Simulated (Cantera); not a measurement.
Feed: 1 mol FeS, 1.6 mol H2S, 6.4 mol N2, held at 780000 Pa.

These are equilibrium values from Cantera (NASA tables, ideal gas, pure condensed phases), not measurements of a reactor. Candidate condensed phases: Fe, FeS, FeS2, S; 16 gas species. FeS: taken at fixed stoichiometry. Gases not in the tables: S3 to S7. The numbers say what is thermodynamically allowed, not how fast it happens.

log p: log10 of the partial pressure in bar; n: condensed amount in mol.

```csv
T (°C),log p N2,log p H2S,log p H2,log p S2,n FeS(s),n FeS(l)
902,0.79,0.14,-0.76,-1.06,1.00,0
952,0.79,0.12,-0.66,-0.97,1.00,0
1002,0.79,0.10,[?],[?],1.00,0
1052,0.79,0.08,[?],[?],1.00,0
1102,0.78,0.06,-0.42,-0.73,1.00,0
1152,0.78,0.03,-0.36,-0.66,1.00,0
1202,0.78,0.01,-0.30,-0.61,0,1.00
1252,0.78,-0.03,-0.25,-0.56,0,1.00
```

Problem. Some entries are withheld; supply them.

Solution. 
- 1002, log p H2: -0.58
- 1002, log p S2: -0.88
- 1052, log p H2: -0.50
- 1052, log p S2: -0.80
